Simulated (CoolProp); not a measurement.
Properties of carbon monoxide along the isobar 0.101 MPa.

The numbers come from the reference Helmholtz-energy equation of state, Lemmon 2006 in CoolProp. It is a short technical equation, of lower accuracy than the large ones.

```csv
T (°C),phase,speed of sound (m/s),Joule-Thomson coefficient (K/MPa)
-154.15,gas,220.8,12.87
-133.75,gas,239.7,9.762
-113.25,gas,257.1,7.740
-92.75,gas,273.4,6.322
-72.25,gas,288.7,5.270
-51.85,gas,303.1,4.460
-31.35,gas,316.9,3.811
-10.85,gas,330.2,3.279
9.55,gas,342.8,2.839
30.05,gas,355.0,2.464
```
